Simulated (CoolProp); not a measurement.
R134a along the isotherm 238.6 K: fugacity coefficient from the reference equation and from simpler models built on Tc = 374.2 K, pc = 40.59 bar, ω = 0.327; each cubic takes its own stable root.

Model: reference Helmholtz-energy equation of state, Tillner-Roth 1994, in CoolProp.

```json
[
 {"p (bar)": "1.28", "phase": "liquid", "reference": "0.5131", "van der Waals": "0.9735", "Soave-Redlich-Kwong": "0.5125"},
 {"p (bar)": "1.94", "phase": "liquid", "reference": "0.3393", "van der Waals": "0.9598", "Soave-Redlich-Kwong": "0.3391"},
 {"p (bar)": "2.92", "phase": "liquid", "reference": "0.2263", "van der Waals": "0.9395", "Soave-Redlich-Kwong": "0.2262"},
 {"p (bar)": "4.41", "phase": "liquid", "reference": "0.1506", "van der Waals": "0.9085", "Soave-Redlich-Kwong": "0.1507"},
 {"p (bar)": "6.65", "phase": "liquid", "reference": "0.1007", "van der Waals": "0.6770", "Soave-Redlich-Kwong": "0.1009"},
 {"p (bar)": "10", "phase": "liquid", "reference": "0.06781", "van der Waals": "0.4600", "Soave-Redlich-Kwong": "0.06805"},
 {"p (bar)": "15.1", "phase": "liquid", "reference": "0.04575", "van der Waals": "0.3147", "Soave-Redlich-Kwong": "0.04604"},
 {"p (bar)": "22.8", "phase": "liquid", "reference": "0.03117", "van der Waals": "0.2189", "Soave-Redlich-Kwong": "0.03149"},
 {"p (bar)": "34.4", "phase": "liquid", "reference": "0.02155", "van der Waals": "0.1562", "Soave-Redlich-Kwong": "0.02191"},
 {"p (bar)": "52", "phase": "liquid", "reference": "0.01520", "van der Waals": "0.1154", "Soave-Redlich-Kwong": "0.01559"},
 {"p (bar)": "78.4", "phase": "liquid", "reference": "0.01110", "van der Waals": "0.09012", "Soave-Redlich-Kwong": "0.01154"},
 {"p (bar)": "118", "phase": "liquid", "reference": "0.008506", "van der Waals": "0.07625", "Soave-Redlich-Kwong": "0.009020"},
 {"p (bar)": "178", "phase": "liquid", "reference": "0.006992", "van der Waals": "0.07243", "Soave-Redlich-Kwong": "0.007636"},
 {"p (bar)": "269", "phase": "liquid", "reference": "0.006392", "van der Waals": "0.08173", "Soave-Redlich-Kwong": "0.007290"},
 {"p (bar)": "406", "phase": "liquid", "reference": "0.006844", "van der Waals": "0.1187", "Soave-Redlich-Kwong": "0.008317"}
]
```

At some of these states van der Waals gives the other phase, because its saturation line lies elsewhere.
